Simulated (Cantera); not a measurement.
Feed: 1 mol SiO2, 0.95 mol Cl2, equilibrated at 1200 K and 7.50 Torr.

These are equilibrium values from Cantera (NASA tables, ideal gas, pure condensed phases), not measurements of a reactor. Candidate condensed phases: Si, SiO2; 15 gas species. The tables hold silica as quartz up to 1696 K and as liquid above; real silica turns to tridymite and cristobalite and melts near 1996 K. Kinetics and transport are ignored.

Base state: Cl2 0.954, Cl 0.0462, SiCl4 6.98e-5, O2 6.90e-5 (mole fractions); condensed: SiO2(β-quartz).

Question: What changes in the equilibrium state with this change: temperature from 1200 K to 1873.15 K?

Answer: 
```tsv
species	before	after
Cl	0.0462	0.952
Cl2	0.954	0.0469
O2	6.90e-5	0.000278
SiCl4	6.98e-5	0.000256
SiO	<1e-9	5.36e-5
SiCl3	<1e-9	2.51e-5
SiO2(β-quartz), mol	1.000	0
SiO2(condensed), mol	0	0.999
```
The tables' values for SiCl3 are old estimates; treat these amounts as uncertain.

Question: What changes in the equilibrium state with this change: temperature from 1200 K to 625 K?

Answer: 
```json
[
 {"species": "Cl2", "before": "0.954", "after": "1.000"},
 {"species": "Cl", "before": "0.0462", "after": "5.23e-7"},
 {"species": "SiCl4", "before": "6.98e-5", "after": "<1e-9"},
 {"species": "O2", "before": "6.90e-5", "after": "<1e-9"},
 {"species": "SiO2(β-quartz), mol", "before": "1.000", "after": "0"},
 {"species": "SiO2(α-quartz), mol", "before": "0", "after": "1.00"}
]
```

Question: What changes in the equilibrium state with this change: SiO2 replaced by Al2O3?

Answer: 
| species | before | after |
|---|---|---|
| Cl2 | 0.954 | 0.951 |
| Cl | 0.0462 | 0.0461 |
| AlCl3 | 0 | 0.00147 |
| O2 | 6.90e-5 | 0.00110 |
| SiCl4 | 6.98e-5 | 0 |
| SiO2(β-quartz), mol | 1.000 | 0 |
| Al2O3(s), mol | 0 | 0.999 |
Further candidate phases: Al, AlCl3, Al2O3.
